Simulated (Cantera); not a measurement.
## Thermodynamics of silicon epitaxy and polysilicon growth, feed Si2H6 + HCl + H2

Charge: 1 mol Si2H6, 0.29 mol HCl, 40 mol H2, held at 101000 Pa.

Cantera equilibrium calculation (NASA polynomials, part measured and part estimated; ideal gas, pure solids and liquids). Candidate condensed phases: Si; 19 gas species. The feed counts by its element totals alone. The tables' values for SiCl3 are old estimates; treat these amounts as uncertain. The numbers say what is thermodynamically allowed, not how fast it happens.

From 848 K to 1348 K the condensed part is Si(s). The main Si-bearing gas is SiHCl3 at 848 K and SiCl2 at 1348 K. The share of Si in condensed phases is highest at 1348 K (99.7 %) and lowest at 848 K (95.8 %).

```
T (K)   x H2     x HCl  x SiHCl3   x SiCl4  x SiH2Cl2   x SiCl2  n Si(s)
-----  -----  --------  --------  --------  ---------  --------  -------
848    0.997  0.000697   0.00117  0.000504   0.000238   5.77e-7     1.92
898    0.997   0.00119   0.00106  0.000457   0.000234   1.93e-6     1.92
948    0.997   0.00189  0.000925  0.000389   0.000223   5.44e-6     1.93
998    0.996   0.00277  0.000750  0.000301   0.000201   1.31e-5     1.94
1048   0.995   0.00377  0.000553  0.000205   0.000170   2.66e-5     1.96
1098   0.995   0.00473  0.000358  0.000117   0.000131   4.57e-5     1.97
1148   0.994   0.00549  0.000202   5.56e-5    9.20e-5   6.65e-5     1.98
1198   0.994   0.00596  0.000102   2.28e-5    5.98e-5   8.42e-5     1.99
1248   0.994   0.00621   4.90e-5   8.70e-6    3.76e-5   9.73e-5     1.99
1298   0.994   0.00632   2.36e-5   3.33e-6    2.36e-5  0.000107     1.99
1348   0.993   0.00638   1.17e-5   1.32e-6    1.51e-5  0.000115     1.99
```
x: gas mole fraction; n: condensed amount in mol.
